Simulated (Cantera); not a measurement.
**Equilibrium for hydrogen reduction and annealing atmospheres: ZrO2 + H2**

A closed system holds: 1 mol ZrO2, 25 mol H2, held at 1548.15 K and 11.0 Pa.

Equilibrium computed with Cantera from the NASA thermochemical tables; the gas is ideal and each condensed phase is pure. Candidate condensed phases: H2O, Zr, ZrO2; 12 gas species. Kinetics and transport are ignored.

```json
{
 "x(H2)": "0.997",
 "x(H)": "0.00294",
 "n(ZrO2(tetragonal))": "1.00 mol",
 "gas_amount": "25.04 mol",
 "log10 activity of Zr(β) (absent)": "-0.19"
}
```
